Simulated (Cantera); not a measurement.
Feed: 1 mol N₂O, 0.011 mol SO₂, 0.61 mol N₂, 0.84 mol H₂, held at 602 °C and 1.20 mbar.

These are equilibrium values from Cantera (NASA tables, ideal gas, pure condensed phases), not measurements of a reactor. Candidate condensed phases: H₂O, H₂SO₄, S; 35 gas species. Kinetics and transport are ignored.

Base state: N₂ 0.634, H₂O 0.331, O₂ 0.0314, SO₂ 0.00409, SO₃ 0.000243 (mole fractions); condensed: gas only.

Problem. What changes in the equilibrium state with this change: temperature from 602 °C to 1677 °C?

Solution. 
```json
[
 {"species": "N₂", "before": "0.634", "after": "0.626"},
 {"species": "H₂O", "before": "0.331", "after": "0.311"},
 {"species": "O₂", "before": "0.0314", "after": "0.0322"},
 {"species": "H₂", "before": "<1e-9", "after": "0.00979"},
 {"species": "OH", "before": "4.29e-8", "after": "0.00944"},
 {"species": "H", "before": "<1e-9", "after": "0.00327"},
 {"species": "O", "before": "<1e-9", "after": "0.00234"},
 {"species": "SO", "before": "<1e-9", "after": "6.33e-5"},
 {"species": "SO₃", "before": "0.000243", "after": "1.70e-7"},
 {"species": "NO", "before": "2.25e-6", "after": "0.00232"}
]
```
